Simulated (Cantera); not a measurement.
**Ignition delay**

Mixture: CH4 : O2 : N2 : H2O = 1 : 3.7 : 13.9 : 0.43 (molar parts), equivalence ratio 0.54, at 1700000 Pa, adiabatic and at constant pressure. Ignition delay is the time to a rise of 400 K.

Model: GRI-Mech 3.0 (53 species, 325 reactions), integrated in Cantera. The pressure lies above the range GRI-Mech 3.0 was tuned for (to about 10 atm).

```tsv
T0 (K)	delay (ms)
1025	27.7
1075	12.1
1125	5.76
1175	2.94
1225	1.58
1275	0.892
1325	0.521
1375	0.314
1425	0.194
```

The apparent activation energy between 1325 and 1425 K is 160 kJ/mol.
